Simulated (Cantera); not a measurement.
An adiabatic, constant-volume homogeneous reactor starts with H2 : O2 : N2 : NO = 1 : 1.43 : 5.37 : 0.01 (molar parts), at 1700 K and 6.90 bar. Integrator tolerance rtol = 1e-08.

Cantera simulation using GRI-Mech 3.0 (53 species, 325 reactions); the numbers are that mechanism's predictions, not measurements. The hydrogen kinetics of GRI-Mech 3.0 are dated; newer H2 mechanisms differ, most at raised pressure.

Question: What does this change do: constant pressure in place of constant volume?

Answer: 
| quantity | before | after |
|---|---|---|
| time of steepest temperature rise | 1.32 µs | 1.33 µs |
| temperature at 4.00 s | 2637 K | 2496 K |
| equilibrium temperature | 2637 K | 2496 K |
| x(H2) at 4.00 s | 0.00135 (gas-phase equilibrium 0.00135) | 0.000858 (gas-phase equilibrium 0.000858) |
| x(O2) at 4.00 s | 0.113 (gas-phase equilibrium 0.113) | 0.117 (gas-phase equilibrium 0.117) |
| x(NO) at 4.00 s | 0.0204 (gas-phase equilibrium 0.0204) | 0.0164 (gas-phase equilibrium 0.0164) |
| x(N2) at 4.00 s | 0.721 (gas-phase equilibrium 0.721) | 0.724 (gas-phase equilibrium 0.724) |
| x(H2O) at 4.00 s | 0.128 (gas-phase equilibrium 0.128) | 0.131 (gas-phase equilibrium 0.131) |
| x(NO2) at 4.00 s | 3.68e-5 (gas-phase equilibrium 3.68e-5) | 2.86e-5 (gas-phase equilibrium 2.86e-5) |

Question: What does this change do: H2 1 to 1.5 parts?

Answer: 
```tsv
quantity	before	after
time of steepest temperature rise	1.32 µs	1.18 µs
temperature at 4.00 s	2637 K	2909 K
equilibrium temperature	2637 K	2909 K
x(H2) at 4.00 s	0.00135 (gas-phase equilibrium 0.00135)	0.00651 (gas-phase equilibrium 0.00651)
x(O2) at 4.00 s	0.113 (gas-phase equilibrium 0.113)	0.0721 (gas-phase equilibrium 0.0721)
x(NO) at 4.00 s	0.0204 (gas-phase equilibrium 0.0204)	0.0234 (gas-phase equilibrium 0.0234)
x(N2) at 4.00 s	0.721 (gas-phase equilibrium 0.721)	0.689 (gas-phase equilibrium 0.689)
x(H2O) at 4.00 s	0.128 (gas-phase equilibrium 0.128)	0.175 (gas-phase equilibrium 0.175)
x(NO2) at 4.00 s	3.68e-5 (gas-phase equilibrium 3.68e-5)	2.79e-5 (gas-phase equilibrium 2.79e-5)
```

Question: What does this change do: initial temperature 1700 to 1000 K?

Answer: 
```
quantity                                                            before                                    after
---------------------------------  ---------------------------------------  ---------------------------------------
time of steepest temperature rise                                  1.32 µs                                 0.317 ms
temperature at 4.00 s                                               2637 K                                   2135 K
equilibrium temperature                                             2637 K                                   2135 K
x(H2) at 4.00 s                    0.00135 (gas-phase equilibrium 0.00135)  7.84e-5 (gas-phase equilibrium 7.84e-5)
x(O2) at 4.00 s                        0.113 (gas-phase equilibrium 0.113)      0.123 (gas-phase equilibrium 0.123)
x(NO) at 4.00 s                      0.0204 (gas-phase equilibrium 0.0204)  0.00802 (gas-phase equilibrium 0.00802)
x(N2) at 4.00 s                        0.721 (gas-phase equilibrium 0.721)      0.731 (gas-phase equilibrium 0.731)
x(H2O) at 4.00 s                       0.128 (gas-phase equilibrium 0.128)      0.136 (gas-phase equilibrium 0.136)
x(NO2) at 4.00 s                   3.68e-5 (gas-phase equilibrium 3.68e-5)  3.18e-5 (gas-phase equilibrium 3.18e-5)
```
The mechanism lacks 2 NO + O2 → 2 NO2 and HONO, so NO2 and the effect of NO are under-described below about 1400 K.
